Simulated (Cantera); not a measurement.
An isothermal, constant-pressure homogeneous reactor starts with H2 : O2 : N2 = 0.51 : 1 : 1.5 (molar parts), at 998 K and 0.680 bar.

Model: GRI-Mech 3.0 (53 species, 325 reactions), integrated in Cantera. The temperature is held fixed by assumption; the heat of reaction is taken as removed at once.

x: mole fraction; the columns are a selection and need not sum to one.

```csv
t (s),x H2,x O2,x H,x NO,x OH,x HO2
1.00e-5,0.169,0.332,2.63e-10,<1e-12,2.87e-11,4.00e-10
3.16e-5,0.169,0.332,?,<1e-12,2.87e-10,?
0.000100,0.169,0.332,?,<1e-12,?,?
0.000316,0.0453,0.286,0.000413,1.31e-7,0.000341,0.000228
0.00100,0.0338,0.283,1.48e-6,6.47e-8,1.49e-6,0.000114
0.00316,0.0325,0.282,1.71e-6,5.57e-8,1.79e-6,0.000104
0.0100,0.0272,0.280,1.87e-6,5.75e-8,2.46e-6,0.000111
0.0316,0.0149,0.276,9.48e-7,4.58e-8,2.28e-6,8.47e-5
0.100,0.00357,0.272,1.51e-7,2.54e-8,1.44e-6,3.51e-5
0.316,0.000463,0.271,6.88e-9,9.66e-9,5.13e-7,7.29e-6
1.00,7.34e-5,0.270,3.01e-10,4.14e-9,1.40e-7,1.44e-6
```

### Question
Complete the blanks.

### Answer

- 3.16e-5, x H: 2.36e-9
- 3.16e-5, x HO2: 3.45e-9
- 0.000100, x H: 6.38e-7
- 0.000100, x OH: 7.91e-8
- 0.000100, x HO2: 8.85e-7
